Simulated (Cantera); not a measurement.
An adiabatic, constant-volume homogeneous reactor starts with 38.7 % H2, 12.9 % O2, 48.4 % N2, at 1450 K and 73000 Pa.

Detailed kinetics in Cantera: the H2/O2 subset of GRI-Mech 3.0, which has no nitrogen chemistry.

One state of this run: T (K) = 2691; P (bar) = 1.26; x H2 = 0.140; x O2 = 0.00600; x H = 0.0692; x H2O = 0.227; x O = 0.00903; x OH = 0.0286. x: mole fraction; the columns are a selection and need not sum to one.

Problem. Which value of t (s) does it belong to?
A) 1.18e-5
B) 0.000985
C) 0.0825
D) 6.91e-5

Solution. D, 6.91e-5
